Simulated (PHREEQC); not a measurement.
0.019 g of hydrous ferric oxide (600 m²/g; 0.2 weak and 0.005 strong sites per Fe, Dzombak-Morel constants, diffuse double layer) in 1 kg of water with 0.1 mol/kgw of an inert sodium salt and 9.5e-06 mol Ag2SO4, at 25 °C; the pH is set by adding NaOH or the inert anion's acid. O2 is buffered at 0.21 atm. The system is closed to CO2. No solid was allowed to form.

All values are PHREEQC results (ion-association model, wateq4f.dat), not measurements.

```tsv
pH	S sorbed (%)	Ag sorbed (%)	surface charge σ (C/m²)	surface potential ψ (mV)
4	55.6	0.0	0.247	133
4.67	43.1	0.0	0.208	125
5.33	?	0.1	?	111
6	7.4	?	0.107	91
6.67	1.2	2.8	?	66
7.33	0.1	4.8	?	37
8	0.0	6.5	0.004	5
8.67	0.0	?	-0.020	?
9.33	0.0	23.9	-0.049	-56
10	0.0	49.3	?	-81
10.67	0.0	72.9	-0.129	-100
11.33	0.0	84.1	-0.174	-115
12	0.0	80.5	-0.218	-124
```

Q: What belongs in the gaps?

A: 
- 5.33, S sorbed (%): 23.8
- 5.33, surface charge σ (C/m²): 0.158
- 6, Ag sorbed (%): 0.8
- 6.67, surface charge σ (C/m²): 0.062
- 7.33, surface charge σ (C/m²): 0.029
- 8.67, Ag sorbed (%): 10.8
- 8.67, surface potential ψ (mV): -27
- 10, surface charge σ (C/m²): -0.086
